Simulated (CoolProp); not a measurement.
C3F8 (R218) along the isotherm 390.3 K: density (kg/m³) from the reference equation and from simpler models built on Tc = 345.0 K, pc = 26.40 bar, ω = 0.317; each cubic takes its own stable root.

The numbers come from the reference Helmholtz-energy equation of state, Lemmon 2006 in CoolProp. It is a short technical equation, of lower accuracy than the large ones.

```tsv
p (bar)	phase	reference
3.3	gas	19.64
6.6	gas	40.45
9.9	gas	62.59
13.2	gas	86.31
16.5	gas	111.9
19.8	gas	139.7
23.1	gas	170.2
26.4	gas	203.8
29.7	supercritical	241.2
33	supercritical	283.0
36.3	supercritical	329.7
39.6	supercritical	381.5
```

How far does each simpler model (van der Waals, Soave-Redlich-Kwong) lie from the reference over these 12 states: mean and median of the absolute difference, and the worst?


- van der Waals: mean 4.5 %, median 1.9 %, worst +17.1 % at 390.3 K and 39.6 bar
- Soave-Redlich-Kwong: mean 1.3 %, median 0.6 %, worst -4.6 % at 390.3 K and 39.6 bar
